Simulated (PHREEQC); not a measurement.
Solution (25 °C): 3 mol MgCl2, 0.04 mol MgSO4 and 0.8 mol LiCl per kg of water. Closed to the air; pH follows from the charge balance.

Model: Pitzer model, pitzer.dat, run in PHREEQC.

No solid was allowed to form.

Problem. Predict the activity of water.

Solution. activity of water 0.657.

Species that the database lacks are ignored.
